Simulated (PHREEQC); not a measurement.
## Alkaline etch or developer (model solution)

Solution (25 °C): 0.0013 mol/kgw LiOH, 8.4e-05 mol/kgw Na2SiO3 and 8.1e-05 mol/kgw (CH3)4NCl. Closed to the air; pH follows from the charge balance.

Equilibrium calculation in PHREEQC: ion-association model, wateq4f.dat.

This is a speciation only: nothing precipitates in the calculation.

Q: Predict the pH.

A: pH 11.12.

Q: In which forms is Si present?

A: H3SiO4- 94 %, H4SiO4 4.6 %, H2SiO4-2 1.0 % of the Si.

(CH3)4N+ isn't in the database: it is added as a free cation with an ion size of 4 Å.
